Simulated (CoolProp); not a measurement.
Hydrogen chloride along the isotherm -75.45 °C: density (kg/m³) from the reference equation and from simpler models built on Tc = 51.5 °C, pc = 8.314 MPa, ω = 0.130; each cubic takes its own stable root.

Computed with CoolProp (reference Helmholtz-energy equation of state, Thol 2018).

```csv
p (MPa),phase,reference
1.89,liquid,1164
3.78,liquid,1166
5.67,liquid,1169
7.56,liquid,1172
9.45,liquid,1174
11.3,liquid,1177
13.2,liquid,1179
15.1,liquid,1182
17,liquid,1184
18.9,liquid,1187
20.8,liquid,1189
```

**Question.** How far does each simpler model (van der Waals, Redlich-Kwong, Soave-Redlich-Kwong) lie from the reference over these 11 states: mean and median of the absolute difference, and the worst?

**Answer.** 
- van der Waals: mean 39.9 %, median 39.8 %, worst -40.7 % at -75.45 °C and 1.89 MPa
- Redlich-Kwong: mean 12.6 %, median 12.6 %, worst -12.9 % at -75.45 °C and 1.89 MPa
- Soave-Redlich-Kwong: mean 11.9 %, median 11.9 %, worst -12.0 % at -75.45 °C and 1.89 MPa
